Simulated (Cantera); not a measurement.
Cantera run, input and output.

```python
import numpy as np
import cantera as ct

gas = ct.Solution("gri30.yaml")


def delay(T, t_max=10):
    gas.TPX = T, 100000, {'CH4': 1, 'O2': 3.08, 'N2': 11.6, 'H2O': 0.03}
    reactor = ct.IdealGasReactor(gas, clone=False)
    net = ct.ReactorNet([reactor])
    net.rtol, net.atol = 1e-8, 1e-16
    while net.time < t_max:
        t_old, T_old = net.time, reactor.T
        net.step()
        if reactor.T > T + 400:  # ignition: a rise of 400 K
            return t_old + (T + 400 - T_old) / (reactor.T - T_old) * (net.time - t_old)
    return np.nan


taus = []
for T in [1050, 1150, 1250, 1350, 1450, 1550, 1650, 1750, 1850, 1950]:
    taus.append(delay(T))
    print(f"T0 = {T:6g} K   tau = {taus[-1]:.4e} s")
```

Output:

```
T0 =   1050 K   tau = 3.6754e-01 s
T0 =   1150 K   tau = 7.4196e-02 s
T0 =   1250 K   tau = 1.7607e-02 s
T0 =   1350 K   tau = 4.8831e-03 s
T0 =   1450 K   tau = 1.5920e-03 s
T0 =   1550 K   tau = 6.1504e-04 s
T0 =   1650 K   tau = 2.7684e-04 s
T0 =   1750 K   tau = 1.4020e-04 s
T0 =   1850 K   tau = 7.7583e-05 s
T0 =   1950 K   tau = 4.6001e-05 s
```

Model: GRI-Mech 3.0 (53 species, 325 reactions), integrated in Cantera.
